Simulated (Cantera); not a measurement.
What does this Cantera script print?

```python
import numpy as np
import cantera as ct

gas_names = """
    B BF BF2 BF3 BH BHF2 BH2 BH3 BN BO BOF BOF2 BO2 B2 B2O B2O2 B2O3 B3O3F3 B3O3H3 F FO FO2 F2 F2O H HBO
    HBO2 HF HNO HNO2 HNO3 HOF HO2 H2 H2F2 H2O H2O2 H3B3O6 H3F3 H4F4 H5F5 H6F6 H7F7 N NF NF2 NF3 NH NH2
    NH3 NH2OH NO NO2 NO3 N2 N2H2 N2H4 N2O O OH O2 O3
""".split()
cond_names = """
    B(b) B(L) BN(s) B2O3(L) B3O3H3(cr) H2O(s) H2O(L)
""".split()


def load(file, names, dense=False):
    # The tables refer to 1 bar. Condensed volumes are neglected.
    table = {s.name: s for s in ct.Species.list_from_file(file)}
    out = []
    for n in names:
        d = dict(table[n].input_data)
        d["thermo"] = dict(d["thermo"], **{"reference-pressure": 1e5})
        if dense:
            d["equation-of-state"] = {"model": "constant-volume", "density": "1e6 g/cm^3"}
        out.append(ct.Species.from_dict(d))
    return out


gas = ct.Solution(thermo="ideal-gas", species=load("nasa_gas.yaml", gas_names))
cond = {s.name: ct.Solution(thermo="fixed-stoichiometry", species=[s], name=s.name)
        for s in load("nasa_condensed.yaml", cond_names, dense=True)}
atoms = {
    'BF3': {'B': 1, 'F': 3},
    'H2O': {'H': 2, 'O': 1},
    'N2': {'N': 2},
}
top_T = {'BN(s)': 3200}  # K; cautious upper limits of use, not melting points


def equilibrate(T, P, feed):
    n = {}
    for name, mol in feed.items():
        for a, k in atoms[name].items():
            n[a] = n.get(a, 0.0) + k * mol
    gas.TPX = T, P, n
    mass = sum(n.values()) * gas.mean_molecular_weight
    gas.equilibrate("TP")
    valid = [c for c in cond.values() if c.min_temp <= T <= top_T.get(c.name, c.max_temp)]
    mix = ct.Mixture([(gas, mass / gas.mean_molecular_weight)] + [(c, 0.0) for c in valid])
    mix.T, mix.P = T, P
    mix.equilibrate("TP", solver="vcs", rtol=1e-11, max_steps=5000)
    return mix


results = []
feed = {'BF3': 1, 'H2O': 4.3, 'N2': 2.7}  # mol
T = 2148  # K
P = 100000  # Pa
mix = equilibrate(T, P, feed)
results.append((T, P, feed, dict(zip(mix.species_names, mix.species_moles))))
x = sorted(zip(gas.X, gas.species_names), reverse=True)
print(f"T = {T:g} K  P = {P:g} Pa  gas = {mix.phase_moles(0):.4g} mol")
print("   x: " + "  ".join(f"{s} {v:.3e}" for v, s in x if v > 1e-06))
print("   condensed (mol): " + ("  ".join(f"{mix.phase(i).name} {mix.phase_moles(i):.4g}"
      for i in range(1, mix.n_phases) if mix.phase_moles(i) > 1e-12) or "none"))
```

It prints:

```
T = 2148 K  P = 100000 Pa  gas = 9.03 mol
   x: H2O 3.209e-01  N2 2.987e-01  HF 2.590e-01  BOF 7.167e-02  HBO2 3.712e-02  H2 5.873e-03  OH 2.247e-03  O2 1.997e-03  NO 6.716e-04  B2O3 5.580e-04  BF3 4.900e-04  H 3.194e-04  BO2 3.131e-04  O 8.616e-05  BOF2 1.413e-05  F 1.014e-05  HBO 6.087e-06  BF2 4.773e-06  BO 4.203e-06
   condensed (mol): none
```

Cantera equilibrium calculation (NASA polynomials, part measured and part estimated; ideal gas, pure solids and liquids).
